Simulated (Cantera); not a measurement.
Cantera run, input and output.

```python
import numpy as np
import cantera as ct

gas = ct.Solution("gri30.yaml")
gas.TPX = 1375, 31000, {'CO': 1, 'H2': 1, 'CH4': 0.08, 'O2': 2.83, 'N2': 10.6}
reactor = ct.IdealGasConstPressureReactor(gas, energy="on", clone=False)
net = ct.ReactorNet([reactor])
net.rtol, net.atol = 1e-08, 1e-16
show = ['CO', 'H2', 'CH4', 'N2O', 'CH2CO']
times = np.geomspace(1e-06, 0.4, 12)

steps = ct.SolutionArray(gas, extra=["t"])
rows = []
print(f"{'t/s':>10s}{'T/K':>9s}{'P/Pa':>11s}" + "".join(f"{s:>11s}" for s in show))
for t in times:
    while net.time < t:
        t_next = net.step()
        steps.append(gas.state, t=t_next)
    rows.append([np.interp(t, steps.t, y) for y in (steps.T, steps.P, *steps(*show).X.T)])
    print(f"{t:10.3e}{rows[-1][0]:9.1f}{rows[-1][1]:11.4g}" + "".join(f"{x:11.3e}" for x in rows[-1][2:]))
rate = np.gradient(steps.T, steps.t)
print("integrator steps:", len(steps.t))
if steps.T.max() > steps.T[0] + 200:
    print(f"time of steepest temperature rise: {steps.t[rate.argmax()]:.4e} s")
gas.TPX = 1375, 31000, {'CO': 1, 'H2': 1, 'CH4': 0.08, 'O2': 2.83, 'N2': 10.6}
gas.equilibrate("HP")
print(f"equilibrium (HP): T = {gas.T:.1f} K  " + "  ".join(f"{s} {gas[s].X[0]:.3e}" for s in show))
```

Result:

```
       t/s      T/K       P/Pa         CO         H2        CH4        N2O      CH2CO
 1.000e-06   1375.0    3.1e+04  6.447e-02  6.447e-02  5.158e-03  7.905e-16  2.890e-17
 3.231e-06   1375.0    3.1e+04  6.447e-02  6.447e-02  5.158e-03  3.651e-15  4.470e-16
 1.044e-05   1375.0    3.1e+04  6.447e-02  6.447e-02  5.158e-03  2.686e-14  1.212e-14
 3.372e-05   1375.0    3.1e+04  6.447e-02  6.447e-02  5.157e-03  8.402e-13  1.328e-12
 1.089e-04   1491.3    3.1e+04  6.225e-02  1.472e-02  8.457e-05  1.624e-08  2.081e-08
 3.519e-04   1802.7    3.1e+04  2.267e-02  6.101e-03  4.297e-18  7.894e-08  9.701e-21
 1.137e-03   2078.3    3.1e+04  1.622e-02  3.734e-03  1.770e-19  1.211e-07  1.963e-21
 3.672e-03   2267.4    3.1e+04  8.235e-03  1.616e-03  4.169e-20  2.231e-07  6.090e-22
 1.186e-02   2324.4    3.1e+04  5.080e-03  9.633e-04  2.888e-20  2.901e-07  2.510e-22
 3.833e-02   2322.4    3.1e+04  4.972e-03  9.441e-04  2.785e-20  2.928e-07  2.361e-22
 1.238e-01   2316.1    3.1e+04  4.832e-03  9.207e-04  2.587e-20  3.046e-07  2.122e-22
 4.000e-01   2310.3    3.1e+04  4.707e-03  8.997e-04  2.416e-20  3.236e-07  1.918e-22
integrator steps: 1570
time of steepest temperature rise: 9.6296e-05 s
equilibrium (HP): T = 2309.7 K  CO 4.695e-03  H2 8.976e-04  CH4 3.680e-20  N2O 3.259e-07  CH2CO 2.423e-22
```

Cantera simulation using GRI-Mech 3.0 (53 species, 325 reactions); the numbers are that mechanism's predictions, not measurements.
